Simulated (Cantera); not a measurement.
Feed: 1 mol CH₃F, 0.019 mol F₂, equilibrated at 13.3 mbar.

These are equilibrium values from Cantera (NASA tables, ideal gas, pure condensed phases), not measurements of a reactor. Candidate condensed phases: C, C₆H₆, C₇H₈, C₈H₁₈; 95 gas species. Kinetics and transport are ignored. All values below are at 1398 K.

Base state: HF 0.514, H₂ 0.486, H 2.86e-5, CH₄ 1.37e-5 (mole fractions); condensed: C(graphite).

Q: What changes in the equilibrium state with this change: F₂ from 0.019 to 0.62 mol?

A: 
| species | before | after |
|---|---|---|
| HF | 0.514 | 0.855 |
| H₂ | 0.486 | 0.145 |
| H | 2.86e-5 | 1.56e-5 |
| CH₄ | 1.37e-5 | 1.22e-6 |
| C(graphite), mol | 1.000 | 1.000 |
